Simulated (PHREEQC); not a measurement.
## Leach liquor (model solution)

Make-up at 25 °C: 0.0022 mol H2SO4, 0.00019 mol LiCl and 0.2 mol Na2SO4 per kg of water. Closed to the air; pH follows from the charge balance.

Equilibrium calculation in PHREEQC: ion-association model, wateq4f.dat.

No solid was allowed to form.

What pH, activity of water does the model give?

pH 3.11; activity of water 0.991.

In which forms is S present?

SO4-2 72 %, NaSO4- 26 %, HSO4- 1.7 % of the S.
